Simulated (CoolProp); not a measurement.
Oxygen at several states: density (kg/m³) from the reference equation and from simpler models built on Tc = 154.6 K, pc = 5.046 MPa, ω = 0.022; each cubic takes its own stable root.

Model: reference Helmholtz-energy equation of state, Schmidt 1985, in CoolProp. Above 300 K oxygen's equation is extrapolated.

| T (K) | p (MPa) | phase | reference |
|---|---|---|---|
| 158.4 | 0.0257 | gas | 0.6254 |
| 620.9 | 18.3 | supercritical | 107.7 |
| 864.9 | 0.599 | gas | 2.661 |
| 898.4 | 0.0239 | gas | 0.1024 |
| 775 | 21.3 | supercritical | 99.55 |
| 194.8 | 16.7 | supercritical | 543.5 |

**Question.** How far does each simpler model (van der Waals, Redlich-Kwong, Peng-Robinson) lie from the reference over these 6 states: mean and median of the absolute difference, and the worst?

**Answer.** 
- van der Waals: mean 2.0 %, median 0.9 %, worst -7.8 % at 194.8 K and 16.7 MPa
- Redlich-Kwong: mean 1.3 %, median 0.7 %, worst -4.8 % at 194.8 K and 16.7 MPa
- Peng-Robinson: mean 0.6 %, median 0.6 %, worst +1.2 % at 775 K and 21.3 MPa
